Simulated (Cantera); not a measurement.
Silicon oxide and oxynitride deposition: Si2H6 + O2 + N2

Charge: 1 mol Si2H6, 1.1 mol O2, 3.8 mol N2, at 0.900 bar.

These are equilibrium values from Cantera (NASA tables, ideal gas, pure condensed phases), not measurements of a reactor. Candidate condensed phases: H2O, Si, SiO2, Si2N2O, Si3N4; 35 gas species. The feed counts by its element totals alone. N2 is the only nitrogen source here; it is nearly inert below about 1500 K, so the nitride shown seldom forms there in practice. Mutual solubility and eutectic melting of coexisting phases are not modelled. The tables hold silica as quartz up to 1696 K and as liquid above; real silica turns to tridymite and cristobalite and melts near 1996 K. Equilibrium is a limit: real reactors are often held back by kinetics, nucleation or transport.

```json
[
 {"T (K)": "750", "x N2": "0.516", "x H2": "0.483", "x NH3": "0.00111", "x H2O": "9.85e-6", "x H": "<1e-12", "n SiO2(α-quartz)": "0.800", "n Si2N2O(s)": "0.600", "n SiO2(β-quartz)": "0"},
 {"T (K)": "825", "x N2": "0.516", "x H2": "0.483", "x NH3": "0.000508", "x H2O": "1.88e-5", "x H": "5.81e-12", "n SiO2(α-quartz)": "0.800", "n Si2N2O(s)": "0.600", "n SiO2(β-quartz)": "0"},
 {"T (K)": "900", "x N2": "0.516", "x H2": "0.484", "x NH3": "0.000263", "x H2O": "3.18e-5", "x H": "8.57e-11", "n SiO2(α-quartz)": "0", "n Si2N2O(s)": "0.600", "n SiO2(β-quartz)": "0.800"},
 {"T (K)": "975", "x N2": "0.516", "x H2": "0.484", "x NH3": "0.000150", "x H2O": "4.92e-5", "x H": "8.39e-10", "n SiO2(α-quartz)": "0", "n Si2N2O(s)": "0.600", "n SiO2(β-quartz)": "0.800"},
 {"T (K)": "1050", "x N2": "0.516", "x H2": "0.484", "x NH3": "9.23e-5", "x H2O": "7.12e-5", "x H": "5.95e-9", "n SiO2(α-quartz)": "0", "n Si2N2O(s)": "0.600", "n SiO2(β-quartz)": "0.800"},
 {"T (K)": "1125", "x N2": "0.516", "x H2": "0.484", "x NH3": "6.04e-5", "x H2O": "9.78e-5", "x H": "3.26e-8", "n SiO2(α-quartz)": "0", "n Si2N2O(s)": "0.600", "n SiO2(β-quartz)": "0.800"},
 {"T (K)": "1200", "x N2": "0.516", "x H2": "0.484", "x NH3": "4.16e-5", "x H2O": "0.000129", "x H": "1.45e-7", "n SiO2(α-quartz)": "0", "n Si2N2O(s)": "0.600", "n SiO2(β-quartz)": "0.799"}
]
```
x: gas mole fraction; n: condensed amount in mol.

From 750 K to 825 K the condensed part is SiO2(α-quartz) + Si2N2O(s). From 900 K to 1200 K the condensed part is SiO2(β-quartz) + Si2N2O(s).
